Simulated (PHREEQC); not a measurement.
Solution (25 °C and 100 atm): 0.15 mol/kgw CdSO4 and 0.00029 mol/kgw NaCl. Closed to the air; pH follows from the charge balance.

Model: ion-association model, phreeqc.dat, run in PHREEQC.

```json
[
 {"quantity": "pH", "before": "5.83", "after": "5.72"},
 {"quantity": "ionic strength (mol/kgw)", "before": "0.295", "after": "0.291"}
]
```

Problem. What was changed between the two runs?
(A) temperature from 25 to 35 °C
(B) NaCl left out
(C) CdSO4 left out

Solution. A, temperature from 25 to 35 °C

Precipitation was switched off in this run. Under pressure, the constants of complexes without a molar volume in the database are unreliable.
